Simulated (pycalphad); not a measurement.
CALPHAD calculation (pycalphad, COST 507 light-alloy database (1999)), 1 atm. The data set is of 1999 and partly superseded. Phase fractions are per mole of atoms.

Give the equilibrium state of Si-65.29Sn (wt.%) at 530 K.


```
T = 530.00 K, P = 101325 Pa, N = 1 mol of atoms
G = -17081 J/mol, H = 7790 J/mol, S = 46.93 J/(mol K)  (SER reference)
chemical potentials (J/mol): Si -11539, Sn -29533
phase             fraction      x(Si)      x(Sn)
DIAMOND_A4          0.6920     1.0000   2.26e-07
LIQUID              0.3080   8.85e-07     1.0000
```

DIAMOND_A4 is diamond (Si).
